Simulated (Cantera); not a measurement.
Cantera run, input and output.

```python
import numpy as np
import cantera as ct

gas = ct.Solution("gri30.yaml")
gas.TPX = 2375, 8600, {'CH4': 0.004, 'H2': 1, 'CO2': 0.015}
inlet = ct.Reservoir(gas, clone=True)

reactor = ct.IdealGasConstPressureReactor(gas, energy="off", clone=False)
exhaust = ct.Reservoir(gas, clone=True)
tau = [16, 6.2, 2.4, 0.96, 0.38, 0.15, 0.058, 0.023, 0.0089, 0.0035, 0.0014][0]
for a, b in ((inlet, reactor), (reactor, exhaust)):
    ct.MassFlowController(a, b, mdot=lambda t: reactor.mass / tau)
net = ct.ReactorNet([reactor])
show = ['CH4', 'H2', 'CO2', 'O', 'CH2CO', 'CH2O', 'CH3']

rows = []
print(f"{'tau/s':>10s}{'T/K':>9s}" + "".join(f"{s:>11s}" for s in show))
for tau in [16, 6.2, 2.4, 0.96, 0.38, 0.15, 0.058, 0.023, 0.0089, 0.0035, 0.0014]:
    net.initial_time = 0.0
    net.advance(30 * tau)
    before = gas.X
    net.advance(40 * tau)
    drift = np.max(np.abs(gas.X - before) / (gas.X + 1e-9))
    rows.append([gas.T, *gas[show].X, drift])
    print(f"{tau:10.3e}{gas.T:9.1f}" + "".join(f"{x:11.3e}" for x in gas[show].X))
```

Output:

```
     tau/s      T/K        CH4         H2        CO2          O      CH2CO       CH2O        CH3
 1.600e+01   2375.0  3.424e-07  9.250e-01  3.463e-05  3.117e-06  1.060e-11  6.971e-10  3.157e-07
 6.200e+00   2375.0  8.917e-07  9.252e-01  3.473e-05  3.094e-06  2.871e-11  8.911e-10  8.188e-07
 2.400e+00   2375.0  2.357e-06  9.256e-01  3.501e-05  3.034e-06  8.343e-11  1.397e-09  2.143e-06
 9.600e-01   2375.0  6.214e-06  9.266e-01  3.571e-05  2.896e-06  2.690e-10  2.657e-09  5.517e-06
 3.800e-01   2375.0  1.764e-05  9.289e-01  3.763e-05  2.597e-06  1.116e-09  5.959e-09  1.480e-05
 1.500e-01   2375.0  5.380e-05  9.332e-01  4.328e-05  2.101e-06  5.881e-09  1.432e-08  4.038e-05
 5.800e-02   2375.0  1.578e-04  9.384e-01  6.121e-05  1.574e-06  2.847e-08  3.254e-08  1.003e-04
 2.300e-02   2375.0  3.747e-04  9.431e-01  1.143e-04  1.181e-06  7.927e-08  6.196e-08  1.979e-04
 8.900e-03   2375.0  7.967e-04  9.474e-01  2.831e-04  8.326e-07  1.253e-07  1.028e-07  3.399e-04
 3.500e-03   2375.0  1.527e-03  9.519e-01  8.120e-04  5.150e-07  1.159e-07  1.434e-07  5.068e-04
 1.400e-03   2375.0  2.526e-03  9.578e-01  2.468e-03  2.374e-07  6.416e-08  1.544e-07  5.895e-04
```

Model: GRI-Mech 3.0 (53 species, 325 reactions), integrated in Cantera.
